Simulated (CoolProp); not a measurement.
Vapour-liquid equilibrium of dimethyl carbonate (1) + n-heptane (2) at 99.25 °C; x and y are mole fractions of (1).

Model: multi-fluid Helmholtz-energy mixture model, Zhou 2011 and Span 2003; pair parameters Bell 2016, in CoolProp.

```tsv
x	bubble pressure, mixture model (bar)	bubble pressure, Raoult's law (bar)	y, mixture model	y, Raoult's law
0.05	1.193	1.055	0.164	0.064
0.125	1.369	1.077	0.315	0.156
0.2	1.492	1.100	0.407	0.244
0.275	1.576	1.123	0.470	0.329
0.35	1.632	1.146	0.514	0.411
0.425	1.667	1.169	0.549	0.489
0.5	1.687	1.192	0.577	0.564
0.575	1.697	1.215	0.602	0.636
0.65	1.697	1.238	0.628	0.706
0.725	1.686	1.261	0.658	0.773
0.8	1.658	1.283	0.699	0.838
0.875	1.598	1.306	0.761	0.901
0.95	1.480	1.329	0.870	0.961
```

The largest gap from Raoult's law is +42.6 % in bubble pressure, at x = 0.425. y crosses x between x = 0.575 and 0.65: the model has an azeotrope there.

The pair parameters rest on a limited set of measurements; away from them the model extrapolates.
